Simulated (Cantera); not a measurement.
A Cantera script and its output.

```python
import numpy as np
import cantera as ct

gas = ct.Solution("h2o2.yaml")
gas.TPX = 450, 79000, {'H2': 1, 'O2': 0.532, 'N2': 2.29, 'H2O': 0.55}
flame = ct.FreeFlame(gas, width=0.047)
flame.set_refine_criteria(ratio=3, slope=0.08, curve=0.16)
flame.transport_model = "unity-Lewis-number"
flame.solve(loglevel=0, auto=True)
z, T = flame.grid, flame.T
thick = (T[-1] - T[0]) / np.gradient(T, z).max()
show = ['H2', 'O2', 'H2O', 'H', 'O', 'H2O2']
print(f"laminar burning velocity  {flame.velocity[0] * 100:.3f} cm/s")
print(f"burnt temperature         {T[-1]:.1f} K")
print(f"thermal thickness         {thick * 1e3:.4f} mm")
print(f"grid points               {len(z)}")
z0 = z[flame.heat_release_rate.argmax()]
print(f"{'z/mm':>9s}{'T/K':>9s}{'u/(m/s)':>9s}" + "".join(f"{s:>11s}" for s in show))
rows = []
for k in (-3, -2, -1.5, -1, -0.5, -0.25, 0, 0.25, 0.5, 1, 2, 4, 8):
    zz = z0 + k * thick
    rows.append([k * thick, np.interp(zz, z, T), np.interp(zz, z, flame.velocity),
                 *(np.interp(zz, z, flame.X[gas.species_index(s)]) for s in show)])
    print(f"{rows[-1][0] * 1e3:9.3f}{rows[-1][1]:9.1f}{rows[-1][2]:9.3f}" + "".join(f"{x:11.3e}" for x in rows[-1][3:]))
```

Output:

```
laminar burning velocity  187.844 cm/s
burnt temperature         2077.2 K
thermal thickness         0.4447 mm
grid points               101
     z/mm      T/K  u/(m/s)         H2         O2        H2O          H          O       H2O2
   -1.334    450.0    1.878  2.287e-01  1.217e-01  1.258e-01  1.071e-13  2.930e-11  9.752e-10
   -0.889    450.1    1.879  2.287e-01  1.217e-01  1.258e-01  3.344e-12  8.990e-10  1.724e-08
   -0.667    450.4    1.880  2.287e-01  1.217e-01  1.259e-01  3.035e-11  7.477e-09  1.053e-07
   -0.445    454.5    1.897  2.282e-01  1.214e-01  1.264e-01  9.635e-10  1.202e-07  1.109e-06
   -0.222    543.8    2.256  2.182e-01  1.163e-01  1.384e-01  8.169e-06  1.003e-05  1.482e-05
   -0.111    821.7    3.349  1.828e-01  9.893e-02  1.791e-01  1.816e-03  2.469e-04  1.701e-05
    0.000   1207.3    4.794  1.070e-01  6.386e-02  2.554e-01  1.825e-02  2.548e-03  5.571e-06
    0.111   1449.2    5.654  5.172e-02  3.673e-02  3.095e-01  2.965e-02  5.439e-03  3.949e-06
    0.222   1575.1    6.084  3.720e-02  2.781e-02  3.287e-01  2.560e-02  5.704e-03  2.598e-06
    0.445   1704.7    6.514  3.077e-02  2.287e-02  3.432e-01  1.673e-02  4.411e-03  1.348e-06
    0.889   1821.2    6.893  2.463e-02  1.892e-02  3.569e-01  9.440e-03  2.864e-03  7.104e-07
    1.779   1914.7    7.191  1.812e-02  1.547e-02  3.694e-01  4.816e-03  1.680e-03  4.178e-07
    3.558   1983.4    7.406  1.229e-02  1.274e-02  3.795e-01  2.252e-03  9.168e-04  2.655e-07
```

Model: the H2/O2 subset of GRI-Mech 3.0, which has no nitrogen chemistry, integrated in Cantera. Unity Lewis numbers drop preferential diffusion, which matters most where H2 and H carry the flame. Burning velocities carry a grid error of a few per cent, more on coarse grids.
